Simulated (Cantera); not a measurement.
Input: 1 mol Pb, 0.083 mol O2, 160 mol H2, at 0.0110 bar.

Cantera equilibrium calculation (NASA polynomials, part measured and part estimated; ideal gas, pure solids and liquids). Candidate condensed phases: H2O, Pb, PbO, PbO2, Pb3O4; 12 gas species. Equilibrium is a limit: real reactors are often held back by kinetics, nucleation or transport.

x: gas mole fraction; n: condensed amount in mol.

```csv
T (K),x H2,x Pb,x H2O,x H,x Pb2,n Pb(l)
950,0.999,0.000457,0.00104,5.30e-9,6.55e-10,0.927
975,0.998,___,0.00104,___,___,0.867
1000,0.997,0.00147,0.00104,2.16e-8,4.64e-9,0.764
1025,0.996,___,0.00103,___,___,___
1050,0.995,0.00423,0.00103,7.71e-8,2.71e-8,0.320
1075,0.993,0.00621,0.00103,1.39e-7,4.98e-8,0
1100,0.993,0.00621,0.00103,2.46e-7,4.27e-8,0
```

Q: Complete the blanks.

A: 
- 1025, x Pb: 0.00253
- 1025, x H: 4.15e-8
- 1025, x Pb2: 1.15e-8
- 1025, n Pb(l): 0.594
- 975, x Pb: 0.000833
- 975, x H: 1.09e-8
- 975, x Pb2: 1.79e-9
